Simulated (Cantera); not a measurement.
## Adiabatic ignition

An adiabatic, constant-volume homogeneous reactor starts with 3.52 % CH4, 1.20 % H2, 23.9 % O2, 71.4 % N2, equivalence ratio 0.32, at 1298 K and 500000 Pa.

Cantera simulation using GRI-Mech 3.0 (53 species, 325 reactions); the numbers are that mechanism's predictions, not measurements.

| t (s) | T (K) | P (bar) | x CH4 | x H2 | x O2 | x CO2 | x H | x H2O2 |
|---|---|---|---|---|---|---|---|---|
| 2.00e-6 | 1298 | 5.00 | 0.0352 | 0.0120 | 0.239 | <1e-12 | 1.45e-9 | 1.21e-10 |
| 4.31e-6 | 1298 | 5.00 | 0.0352 | 0.0120 | 0.239 | <1e-12 | 1.91e-9 | 5.45e-10 |
| 9.28e-6 | 1298 | 5.00 | 0.0352 | 0.0120 | 0.239 | <1e-12 | 3.06e-9 | 2.36e-9 |
| 2.00e-5 | 1298 | 5.00 | 0.0352 | 0.0120 | 0.239 | 7.76e-12 | 6.69e-9 | 9.64e-9 |
| 4.31e-5 | 1298 | 5.00 | 0.0352 | 0.0120 | 0.239 | 1.95e-10 | 2.48e-8 | 4.09e-8 |
| 9.28e-5 | 1298 | 5.00 | 0.0351 | 0.0119 | 0.239 | 3.33e-8 | 3.17e-7 | 3.67e-7 |
| 0.000200 | 1325 | 5.10 | 0.0324 | 0.0114 | 0.236 | 1.85e-5 | 7.09e-6 | 1.76e-5 |
| 0.000431 | 2327 | 8.92 | <1e-12 | 0.000163 | 0.162 | 0.0349 | 4.78e-5 | 4.58e-7 |
| 0.000928 | 2326 | 8.92 | <1e-12 | 0.000162 | 0.162 | 0.0349 | 4.75e-5 | 4.57e-7 |
| 0.00200 | 2325 | 8.92 | <1e-12 | 0.000161 | 0.161 | 0.0349 | 4.71e-5 | 4.55e-7 |
| 0.00431 | 2322 | 8.90 | <1e-12 | 0.000159 | 0.161 | 0.0349 | 4.61e-5 | 4.50e-7 |
| 0.00928 | 2316 | 8.88 | <1e-12 | 0.000155 | 0.160 | 0.0350 | 4.43e-5 | 4.43e-7 |
| 0.0200 | 2308 | 8.85 | <1e-12 | 0.000149 | 0.158 | 0.0350 | 4.16e-5 | 4.31e-7 |
| 0.0431 | 2299 | 8.81 | <1e-12 | 0.000143 | 0.157 | 0.0350 | 3.89e-5 | 4.18e-7 |
| 0.0928 | 2294 | 8.80 | <1e-12 | 0.000140 | 0.156 | 0.0350 | 3.77e-5 | 4.12e-7 |
| 0.200 | 2294 | 8.80 | <1e-12 | 0.000139 | 0.156 | 0.0350 | 3.75e-5 | 4.12e-7 |
x: mole fraction; the columns are a selection and need not sum to one.

```yaml
time_of_steepest_temperature_rise: 0.264 ms
temperature at 0.200 s: 2294 K
equilibrium_temperature: 2294 K
x(CH4) at 0.200 s: <1e-12 (gas-phase equilibrium <1e-12)
x(H2) at 0.200 s: 0.000139 (gas-phase equilibrium 0.000139)
x(O2) at 0.200 s: 0.156 (gas-phase equilibrium 0.156)
```
